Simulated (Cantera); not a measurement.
Charge: 1 mol Si3N4, 0.0039 mol O2, 340 mol H2, at 13300 Pa.

These are equilibrium values from Cantera (NASA tables, ideal gas, pure condensed phases), not measurements of a reactor. Candidate condensed phases: H2O, Si, SiO2, Si2N2O, Si3N4; 35 gas species. Mutual solubility and eutectic melting of coexisting phases are not modelled. Gases not in the tables: Si2H6 and higher silanes. The numbers say what is thermodynamically allowed, not how fast it happens.

x: gas mole fraction; n: condensed amount in mol.

```csv
T (K),x H2,x H,x N2,x Si,x SiH,x SiH2,n Si2N2O(s),n Si3N4(s),n Si(s),n Si(l)
1200,1.000,5.40e-7,7.62e-6,<1e-12,5.26e-12,1.10e-9,0.00780,0.995,0,0
1300,1.000,3.03e-6,7.70e-6,2.00e-10,6.07e-10,4.72e-8,0.00779,0.995,0,0
1400,1.000,[?],[?],[?],[?],[?],0.00764,0.989,[?],0
1500,1.000,4.82e-5,0.000356,7.89e-8,9.25e-8,1.50e-6,0.00559,0.937,0.176,0
1600,0.998,0.000149,0.00224,7.31e-7,5.81e-7,4.99e-6,0,0.618,1.14,0
1700,0.994,[?],0.00585,[?],[?],[?],0,0,0,2.98
1800,0.993,0.000977,0.00584,2.38e-5,9.89e-6,2.97e-5,0,0,0,2.97
1900,0.992,0.00216,0.00584,9.46e-5,2.99e-5,5.78e-5,0,0,0,2.93
2000,0.989,0.00443,0.00583,0.000327,8.05e-5,0.000105,0,0,0,2.81
2100,0.984,0.00847,0.00581,0.00100,0.000197,0.000180,0,0,0,2.50
```

### Question
Fill in the missing entries.

### Answer

- 1400, x H: 1.33e-5
- 1400, x N2: 4.30e-5
- 1400, x Si: 6.17e-9
- 1400, x SiH: 1.13e-8
- 1400, x SiH2: 3.77e-7
- 1400, n Si(s): 0.0178
- 1700, x H: 0.000402
- 1700, x Si: 5.09e-6
- 1700, x SiH: 2.87e-6
- 1700, x SiH2: 1.41e-5
